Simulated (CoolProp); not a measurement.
Values from CoolProp's reference Helmholtz-energy equation of state, Smukala 2000.

For ethylene, give the phase and the density (kg/m³), cp (kJ/(kg K)), isothermal compressibility (1/MPa), expansivity (1/kK) at -125.45 °C and 0.917 MPa; -125.45 °C and 2.52 MPa.


- -125.45 °C and 0.917 MPa: liquid; density 598, cp 2.40, isothermal compressibility 0.00129, expansivity 2.24
- -125.45 °C and 2.52 MPa: liquid; density 600, cp 2.40, isothermal compressibility 0.00126, expansivity 2.21
